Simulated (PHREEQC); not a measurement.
Make-up at 20 °C: 0.15 mol/kgw KHSO4 and 0.16 mol/kgw Al(NO3)3. Closed to the air; pH follows from the charge balance.

Model: ion-association model, wateq4f.dat, run in PHREEQC.

Each row changes one thing in this solution. Precipitation was switched off in this run.

```json
[
 {"case": "as made", "pH": "1.07", "ionic strength (mol/kgw)": "0.799", "Al+3 (mol/kgw)": "0.0732", "AlOH+2 (mol/kgw)": "2.30e-6", "SI of Gibbsite (Al(OH)3)": "-7.46", "SI of Boehmite (AlOOH)": "-8.00"},
 {"case": "KHSO4 left out", "pH": "3.25", "ionic strength (mol/kgw)": "0.959", "Al+3 (mol/kgw)": "0.159", "AlOH+2 (mol/kgw)": "0.000754", "SI of Gibbsite (Al(OH)3)": "-0.61", "SI of Boehmite (AlOOH)": "-1.15"},
 {"case": "Al(NO3)3 from 0.16 to 0.032 mol/kgw", "pH": "1.21", "ionic strength (mol/kgw)": "0.308", "Al+3 (mol/kgw)": "0.00480", "AlOH+2 (mol/kgw)": "2.26e-7", "SI of Gibbsite (Al(OH)3)": "-8.04", "SI of Boehmite (AlOOH)": "-8.58"},
 {"case": "diluted 5-fold with water", "pH": "1.69", "ionic strength (mol/kgw)": "0.164", "Al+3 (mol/kgw)": "0.0144", "AlOH+2 (mol/kgw)": "2.19e-6", "SI of Gibbsite (Al(OH)3)": "-6.00", "SI of Boehmite (AlOOH)": "-6.54"},
 {"case": "temperature from 20 to 15 °C", "pH": "1.06", "ionic strength (mol/kgw)": "0.800", "Al+3 (mol/kgw)": "0.0730", "AlOH+2 (mol/kgw)": "1.63e-6", "SI of Gibbsite (Al(OH)3)": "-7.77", "SI of Boehmite (AlOOH)": "-8.37"}
]
```

The ionic strength passes 0.7 mol/kgw, the rough limit of the ion-association models, in as made; KHSO4 left out; temperature from 20 to 15 °C. Complexes and solids missing from the database can't appear.
